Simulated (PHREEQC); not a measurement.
A made-up water analysis in mmol/kgw, 20 °C, pH 7.92, pe -0.7:

| constituent | mmol/kgw |
|---|---|
| Na | 1.1 |
| K | 0.0315 |
| Ca | 0.149 |
| Mg | 0.0429 |
| Cl | 0.943 |
| S(6) | 0.116 |
| Alkalinity (meq/kgw) | 0.384 |
| F | 0.000834 |
| N(-3) | 0.0329 |
| Fe(2) | 0.000785 |

Valence states are taken as typed.

Computed with PHREEQC (ion-association model, phreeqc.dat).

### Question
The ionic strength comes out as 0.00185 mol/kgw. What activity coefficients do HCO3-, CO3-2, K+, Na+, SO4-2 get?

### Answer
HCO3- 0.95, CO3-2 0.83, K+ 0.95, Na+ 0.95, SO4-2 0.83.

This is a speciation only: nothing precipitates in the calculation. Fluoro complexes past AlF4- and FeF3 are missing from the database.
